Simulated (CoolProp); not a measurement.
Vapour-liquid equilibrium of propane (1) + cyclopropane (2) at 5.6 bar; x and y are mole fractions of (1).

Model: multi-fluid Helmholtz-energy mixture model, Lemmon 2009 and Polt 1992; pair parameters Bell 2016, in CoolProp. This equation is an older, rougher fit; its heat capacities, sound speeds and derivatives of the liquid may be far off and weren't checked against measurements.

```csv
x,"bubble temperature, mixture model (K)","bubble temperature, Raoult's law (K)","y, mixture model","y, Raoult's law"
0.05,287.8,288.3,0.076,0.066
0.2,285.0,286.7,0.271,0.251
0.35,282.8,285.1,0.432,0.420
0.5,281.1,283.5,0.569,0.574
0.65,279.9,282.0,0.695,0.715
0.8,279.1,280.5,0.818,0.844
0.95,278.7,279.2,0.951,0.963
```

The largest gap from Raoult's law is -2.4 K in bubble temperature, at x = 0.5. No azeotrope shows between x = 0.05 and 0.95.

The pair parameters rest on a limited set of measurements; away from them the model extrapolates.
